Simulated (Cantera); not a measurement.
**Thermodynamics of silicon oxide and oxynitride deposition, feed SiH₄ + H₂O + H₂**

A closed system holds: 1 mol SiH₄, 1.2 mol H₂O, 2.4 mol H₂, equilibrated at 1200 °C and 35.0 Pa.

These are equilibrium values from Cantera (NASA tables, ideal gas, pure condensed phases), not measurements of a reactor. Candidate condensed phases: H₂O, Si, SiO₂; 18 gas species. The tables hold silica as quartz up to 1696 K and as liquid above; real silica turns to tridymite and cristobalite and melts near 1996 K. Kinetics and transport are ignored.

The x(H₂) comes out as 0.874 and the x(SiO) is 0.125. The x(H) comes out as 0.000632 and the x(H₂O) is 1.55e-5. The n(SiO₂(β-quartz)) comes out as 0.200 mol. The gas amount comes out as 6.402 mol and the log10 activity of Si(s) (absent) comes out as -1.71.
